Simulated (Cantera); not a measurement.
Input: 1 mol BCl3, 1.7 mol O2, 1.7 mol H2O, equilibrated at 1875 K and 0.0120 bar.

Method: chemical equilibrium by Gibbs-energy minimisation in Cantera with the NASA 1993 tables (ideal gas, pure condensed phases). Candidate condensed phases: B, B2O3, B3O3H3, H2O; 33 gas species. The tables' values for BOCl are old estimates; treat these amounts as uncertain. The numbers say what is thermodynamically allowed, not how fast it happens.

Base state: HCl 0.365, O2 0.258, Cl 0.161, HBO2 0.123, H2O 0.0561, B2O3 0.0227, BO2 0.00672, BOCl 0.00279 (mole fractions); condensed: gas only.

### Question
What changes in the equilibrium state with this change: BCl3 replaced by B?

### Answer
| species | before | after |
|---|---|---|
| H2O | 0.0561 | 0.395 |
| O2 | 0.258 | 0.297 |
| HBO2 | 0.123 | 0.277 |
| HCl | 0.365 | 0 |
| Cl | 0.161 | 0 |
| B2O3 | 0.0227 | 0.0165 |
| BOCl | 0.00279 | 0 |
| Cl2 | 0.00157 | 0 |

### Question
What changes in the equilibrium state with this change: temperature from 1875 K to 900 K?

### Answer
```
species        before     after
------------  -------  --------
HCl             0.365     0.472
O2              0.258     0.320
H2O            0.0561     0.125
Cl              0.161  0.000194
HBO2            0.123   8.14e-6
B2O3           0.0227     <1e-9
Cl2           0.00157    0.0825
(HBO2)3       1.54e-8  0.000233
BO2           0.00672     <1e-9
BOCl          0.00279     <1e-9
O             0.00111     <1e-9
B2O3(l), mol        0     0.498
```
Gases not in the tables: H3BO3.
